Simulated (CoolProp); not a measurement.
Aqueous ethylene glycol as a coolant, 58 % by mass, freezing at -47.9 °C, 1 atm.

Values from CoolProp's Melinder's fits for secondary coolants.

```csv
T (°C),density (kg/m³),Prandtl number,viscosity (mPa s),cp (kJ/(kg K))
-9.3,1089,139,16.4,…
-2.7,1086,99.2,11.6,2.997
3.8,1083,73.6,8.59,3.040
10.4,1080,…,6.52,3.082
17,…,44.0,5.10,3.124
23.5,1073,35.6,4.10,3.163
30.1,1069,29.2,3.36,3.203
36.7,1065,24.5,…,3.240
```

### Question
What belongs in the gaps?

### Answer

- -9.3, cp (kJ/(kg K)): 2.953
- 10.4, Prandtl number: 56.2
- 17, density (kg/m³): 1076
- 36.7, viscosity (mPa s): 2.81
